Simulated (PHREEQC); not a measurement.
A made-up water analysis in mmol/kgw, 16 °C, pH 6.8, pe 2.5: Na 66.1; K 10; Ca 5.01; Mg 1.11; Cl 66.5; S(6) 9.7; Alkalinity (meq/kgw) 0.269; Zn 0.0582.

Valence states are taken as typed.

Equilibrium calculation in PHREEQC: ion-association model, wateq4f.dat.

Q: The ionic strength comes out as 0.0968 mol/kgw. What activity coefficients do Na+, Ca+2, KSO4-, CaHCO3+, Zn+2 get?

A: Na+ 0.79, Ca+2 0.40, KSO4- 0.79, CaHCO3+ 0.80, Zn+2 0.41.

This is a speciation only: nothing precipitates in the calculation.
